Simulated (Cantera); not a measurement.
A closed system holds: 1 mol C₂F₆, a varied amount of Si, equilibrated at 2300 K and 1.33 mbar.

Points: n(Si) (mol) = 0.0078, 0.011, 0.016, 0.024, 0.035, 0.051, 0.073, 0.11, 0.15, 0.22, 0.33, 0.47, 0.69.

Cantera's Mixture.equilibrate('TP', solver="vcs", rtol=1e-11, max_steps=5000) on the NASA tables stopped like this:

```
ERROR: FAILURE its = 5001!

*******************************************************************************
CanteraError thrown by MultiPhase::equilibrate:
VCS solver failed. Return code: -1
*******************************************************************************
```

Q: What got this run through?

A: Several could match; the one computed here: The failure is numerical, not chemical. The same input converged with solver="gibbs", rtol=1e-10, max_steps=50000, and the result passed a check of the equilibrium conditions:
```
log10 of partial pressures in bar; condensed amounts in mol
     n(Si)         F       CF2      SiF4       CF4        CF       CF3      SiF3     C(gr)
    0.0078    -3.052    -3.390    -5.630    -4.743    -4.831    -5.331    -8.020    0.5266
     0.011    -3.053    -3.391    -5.480    -4.744    -4.831    -5.331    -7.869    0.5301
     0.016    -3.053    -3.392    -5.316    -4.745    -4.831    -5.333    -7.705    0.5356
     0.024    -3.054    -3.393    -5.139    -4.748    -4.832    -5.334    -7.527    0.5445
     0.035    -3.054    -3.394    -4.973    -4.751    -4.833    -5.337    -7.361    0.5566
     0.051    -3.056    -3.397    -4.807    -4.756    -4.834    -5.340    -7.193    0.5742
     0.073    -3.057    -3.400    -4.647    -4.763    -4.836    -5.346    -7.032    0.5984
      0.11    -3.060    -3.406    -4.462    -4.775    -4.839    -5.354    -6.844    0.6392
      0.15    -3.064    -3.413    -4.320    -4.788    -4.842    -5.364    -6.699    0.6831
      0.22    -3.070    -3.425    -4.141    -4.813    -4.848    -5.383    -6.513    0.7599
      0.33    -3.081    -3.447    -3.943    -4.857    -4.859    -5.416    -6.304    0.8802
      0.47    -3.097    -3.480    -3.760    -4.923    -4.876    -5.466    -6.104     1.032
      0.69    -3.132    -3.549    -3.541    -5.061    -4.910    -5.569    -5.852     1.269
```

The gas is ideal and each condensed phase is pure. The feed counts by its element totals alone. The tables' values for SiF3 are old estimates; treat these amounts as uncertain. Gases not in the tables: C2F6 and larger saturated fluorocarbons.
